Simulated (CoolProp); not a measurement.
A simple Rankine cycle with isohexane: condensing at 328.15 K, boiler at 0.97 MPa, turbine inlet 432 K, turbine efficiency 0.7, pump efficiency 0.8, no recuperator. Each further row changes one setting.

Computed with CoolProp (reference Helmholtz-energy equation of state, Lemmon 2006). It is a short technical equation, of lower accuracy than the large ones.

| case | thermal efficiency (%) | net work (kJ/kg) | heat in (kJ/kg) | turbine exit temperature (K) | volume ratio over the turbine |
|---|---|---|---|---|---|
| as stated | 11.5 | 58.4 | 509 | 390.8 | 12.9 |
| turbine inlet 452 K | 11.2 | 62.7 | 560 | 412.6 | 12.4 |
| condensing temperature 320.15 K | 12.3 | 65.1 | 528 | 387.3 | 16.8 |
| boiler pressure 0.679 MPa | 10.0 | 52.3 | 521 | 399.5 | 8.38 |
| turbine efficiency 0.6 | 9.8 | 49.8 | 509 | 394.9 | 13.0 |
